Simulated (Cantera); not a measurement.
## Equilibrium for halide evaporation, hydrolysis and transport: CaCl2 + HCl + H2

Feed: 1 mol CaCl2, 2.1 mol HCl, 85 mol H2, held at 0.130 Pa.

Equilibrium computed with Cantera from the NASA thermochemical tables; the gas is ideal and each condensed phase is pure. Candidate condensed phases: Ca, CaCl2; 9 gas species. Kinetics and transport are ignored.

From 600 K to 900 K the condensed part is CaCl2(s). From 1000 K to 1600 K nothing is condensed.

```tsv
T (K)	x H2	x H	x HCl	x CaCl2	x Ca	x Cl	n CaCl2(s)
600	0.976	<1e-12	0.0241	<1e-12	<1e-12	<1e-12	1.00
700	0.976	2.19e-11	0.0241	1.47e-9	<1e-12	<1e-12	1.00
800	0.976	2.51e-9	0.0241	1.33e-6	<1e-12	6.42e-11	1.000
900	0.976	1.01e-7	0.0241	0.000258	<1e-12	2.44e-9	0.978
1000	0.965	1.96e-6	0.0238	0.0114	1.77e-12	4.50e-8	0
1100	0.965	2.23e-5	0.0238	0.0114	2.62e-10	4.93e-7	0
1200	0.965	0.000170	0.0238	0.0113	1.68e-8	3.64e-6	0
1300	0.964	0.000953	0.0238	0.0113	5.63e-7	1.99e-5	0
1400	0.961	0.00418	0.0238	0.0113	1.13e-5	8.53e-5	0
1500	0.949	0.0150	0.0239	0.0108	0.000144	0.000305	0
1600	0.917	0.0457	0.0252	0.00920	0.00104	0.000991	0
```
x: gas mole fraction; n: condensed amount in mol.
